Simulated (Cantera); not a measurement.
A closed system holds: 1 mol CH3SiCl3, 0.49 mol C2H2, 2.6 mol H2, 4.1 mol HCl, at 10.0 Torr.

Equilibrium computed with Cantera from the NASA thermochemical tables; the gas is ideal and each condensed phase is pure. Candidate condensed phases: C, C6H6, C7H8, C8H18, Si, SiC; 109 gas species. The feed counts by its element totals alone. The tables' values for SiCl3, SiCl are old estimates; treat these amounts as uncertain. Kinetics and transport are ignored. All values below are at 1850 K.

Base state: HCl 0.546, H2 0.376, SiCl2 0.0687, Cl 0.00315, SiCl3 0.00288, H 0.00286, SiCl4 0.000177, C2H2 (acetylene) 9.84e-5 (mole fractions); condensed: C(graphite) + SiC(s).

**Question.** What changes in the equilibrium state with this change: HCl from 4.1 to 0.025 mol?

**Answer.** 
```csv
species,before,after
H2,0.376,0.535
HCl,0.546,0.429
SiCl2,0.0687,0.0299
SiCl4,0.000177,3.36e-5
SiCl3,0.00288,0.000826
"C(graphite), mol",1.71,1.17
"SiC(s), mol",0.266,0.811
```
